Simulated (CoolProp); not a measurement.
Vapour-liquid equilibrium of benzene (1) + ethylbenzene (2) at 1110 kPa; x and y are mole fractions of (1).

The numbers come from the multi-fluid Helmholtz-energy mixture model, Thol 2012 and Zhou 2012; pair parameters Bell 2016 in CoolProp.

```tsv
x	bubble temperature, mixture model (K)	bubble temperature, Raoult's law (K)	y, mixture model	y, Raoult's law
0.05	524.2	522.5	0.095	0.133
0.2	511.6	507.0	0.346	0.431
0.35	499.7	494.2	0.549	0.628
0.5	488.4	483.6	0.708	0.763
0.65	478.0	474.5	0.829	0.860
0.8	468.6	466.6	0.918	0.932
0.95	460.2	459.7	0.983	0.985
```

The largest gap from Raoult's law is +5.5 K in bubble temperature, at x = 0.35. No azeotrope shows between x = 0.05 and 0.95.

The pair parameters rest on a limited set of measurements; away from them the model extrapolates.
